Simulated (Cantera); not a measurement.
A Cantera script and what it prints.

```python
import numpy as np
import cantera as ct

gas_names = """
    CL CL2 H HCL H2 N NH NH2 NH3 N2 N2H2 N2H4 Si SiCL SiCL2 SiCL3 SiCL4 SiH SiHCL3 SiH2 SiH2CL2 SiH3
    SiH3CL SiH4 SiN Si2 Si2N Si3
""".split()
cond_names = """
    NH4CL(a) NH4CL(b) Si(cr) Si(L) Si3N4(a)
""".split()


def load(file, names, dense=False):
    # The tables refer to 1 bar. Condensed volumes are neglected.
    table = {s.name: s for s in ct.Species.list_from_file(file)}
    out = []
    for n in names:
        d = dict(table[n].input_data)
        d["thermo"] = dict(d["thermo"], **{"reference-pressure": 1e5})
        if dense:
            d["equation-of-state"] = {"model": "constant-volume", "density": "1e6 g/cm^3"}
        out.append(ct.Species.from_dict(d))
    return out


gas = ct.Solution(thermo="ideal-gas", species=load("nasa_gas.yaml", gas_names))
cond = {s.name: ct.Solution(thermo="fixed-stoichiometry", species=[s], name=s.name)
        for s in load("nasa_condensed.yaml", cond_names, dense=True)}
atoms = {
    'SiCl4': {'Si': 1, 'CL': 4},
    'N2': {'N': 2},
    'HCl': {'H': 1, 'CL': 1},
}
top_T = {'Si3N4(a)': 2400}  # K; cautious upper limits of use, not melting points


def equilibrate(T, P, feed):
    n = {}
    for name, mol in feed.items():
        for a, k in atoms[name].items():
            n[a] = n.get(a, 0.0) + k * mol
    gas.TPX = T, P, n
    mass = sum(n.values()) * gas.mean_molecular_weight
    gas.equilibrate("TP")
    valid = [c for c in cond.values() if c.min_temp <= T <= top_T.get(c.name, c.max_temp)]
    mix = ct.Mixture([(gas, mass / gas.mean_molecular_weight)] + [(c, 0.0) for c in valid])
    mix.T, mix.P = T, P
    mix.equilibrate("TP", solver="vcs", rtol=1e-11, max_steps=5000)
    return mix


results = []
feed = {'SiCl4': 1, 'N2': 84, 'HCl': 0.94}  # mol
P = 85000  # Pa
for T in [923, 998, 1073, 1148, 1223, 1298, 1373, 1448, 1523, 1598, 1673, 1748, 1823]:
    mix = equilibrate(T, P, feed)
    results.append((T, P, feed, dict(zip(mix.species_names, mix.species_moles))))

top = {s: max(r[3][s] / sum(r[3][g] for g in gas_names) for r in results) for s in gas_names}
cols = sorted((s for s in top if top[s] > 0.001), key=lambda s: -top[s])[:6]
seen = [c for c in cond_names if any(r[3].get(c, 0) > 1e-12 for r in results)]
print("log10 of partial pressures in bar; condensed amounts in mol")
print(f"{'T/K':>10s}" + "".join(f"{s[:9]:>10s}" for s in cols + seen))
for T, P, feed, n in results:
    ng = sum(n[g] for g in gas_names)
    print(f"{T:10.4g}" + "".join(f"{np.log10(max(n[s] / ng * P / 1e5, 1e-99)):10.3f}" for s in cols)
          + "".join(f"{n.get(c, 0):10.4g}" for c in seen))
```

It prints:

```
log10 of partial pressures in bar; condensed amounts in mol
       T/K        N2     SiCL4       HCL        CL     SiCL3
       923    -0.080    -2.005    -2.032    -7.836    -8.470
       998    -0.080    -2.005    -2.032    -7.124    -7.509
      1073    -0.080    -2.005    -2.032    -6.502    -6.692
      1148    -0.080    -2.005    -2.032    -5.939    -6.005
      1223    -0.080    -2.005    -2.032    -5.421    -5.426
      1298    -0.081    -2.005    -2.032    -4.947    -4.932
      1373    -0.081    -2.006    -2.032    -4.516    -4.501
      1448    -0.081    -2.008    -2.032    -4.124    -4.121
      1523    -0.081    -2.013    -2.032    -3.768    -3.784
      1598    -0.081    -2.021    -2.032    -3.442    -3.487
      1673    -0.081    -2.036    -2.032    -3.144    -3.227
      1748    -0.081    -2.062    -2.033    -2.871    -3.002
      1823    -0.082    -2.105    -2.033    -2.622    -2.812
```

These are equilibrium values from Cantera (NASA tables, ideal gas, pure condensed phases), not measurements of a reactor. The tables' values for SiCl3 are old estimates; treat these amounts as uncertain.
